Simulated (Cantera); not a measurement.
A closed system holds: 1 mol Cr, 0.41 mol O2, 2 mol NH3, held at 0.00510 Torr.

Equilibrium computed with Cantera from the NASA thermochemical tables; the gas is ideal and each condensed phase is pure. Candidate condensed phases: Cr, CrN, Cr2N, Cr2O3, H2O; 29 gas species. Mutual solubility and eutectic melting of coexisting phases are not modelled. Equilibrium is a limit: real reactors are often held back by kinetics, nucleation or transport.

Problem. What share of the Cr ends up in condensed phases as a function of T (K), at 875, 1025, 1175, 1325, 1475, 1625, 1775?

Solution. 
```tsv
T (K)	Cr condensed (%)	as
875	100.0	Cr2N(s) + Cr2O3(s)
1025	100.0	Cr(s) + Cr2O3(s)
1175	100.0	Cr(s) + Cr2O3(s)
1325	99.4	Cr(s) + Cr2O3(s)
1475	79.3	Cr(s) + Cr2O3(s)
1625	52.4	Cr2O3(s)
1775	34.8	Cr2O3(s)
```
